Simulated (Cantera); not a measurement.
Input: 1 mol FeCl3, 1.2 mol HCl, 210 mol N2, at 1827 °C and 13300 Pa.

Equilibrium computed with Cantera from the NASA thermochemical tables; the gas is ideal and each condensed phase is pure. Candidate condensed phases: Fe, FeCl2, FeCl3, NH4Cl; 18 gas species. Kinetics and transport are ignored.

Base state: N2 0.985, HCl 0.00547, Cl 0.00493, FeCl2 0.00464, H 5.94e-5, H2 4.85e-5, Fe 4.56e-5 (mole fractions); condensed: gas only.

**Question.** What changes in the equilibrium state with this change: FeCl3 replaced by KCl?

**Answer.** 
```csv
species,before,after
N2,0.985,0.989
KCl,0,0.00466
HCl,0.00547,0.00445
FeCl2,0.00464,0
K,0,5.16e-5
Fe,4.56e-5,0
```
Further candidate phases: K, KCl.
